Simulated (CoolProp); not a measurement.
Vapour-liquid equilibrium of dimethyl carbonate (1) + n-nonane (2) at 0.243 MPa; x and y are mole fractions of (1).

Computed with CoolProp (multi-fluid Helmholtz-energy mixture model, Zhou 2011 and Lemmon 2006; pair parameters Bell 2016).

```csv
x,bubble temperature (K),y at the bubble point,dew temperature at overall composition x (K),liquid density (mol/L)
0.05,(withheld),(withheld),458.1,4.696
0.15,425.9,0.600,453.4,5.116
0.25,413.8,0.734,448.3,(withheld)
0.35,406.7,(withheld),(withheld),5.919
0.45,402.6,0.836,436.6,6.352
0.55,400.0,0.859,429.7,6.836
0.65,398.2,0.878,421.7,7.393
0.75,396.7,0.898,412.2,8.047
0.85,395.3,0.924,401.0,8.829
0.95,393.9,0.967,394.4,9.774
```

**Question.** What belongs in the gaps?

**Answer.** 
- 0.05, bubble temperature (K): 446.3
- 0.05, y at the bubble point: 0.287
- 0.25, liquid density (mol/L): 5.514
- 0.35, y at the bubble point: 0.800
- 0.35, dew temperature at overall composition x (K): 442.8

No azeotrope shows between x = 0.05 and 0.95.

Pair parameters are fitted to limited data, so mixtures are less certain than the pure fluids.
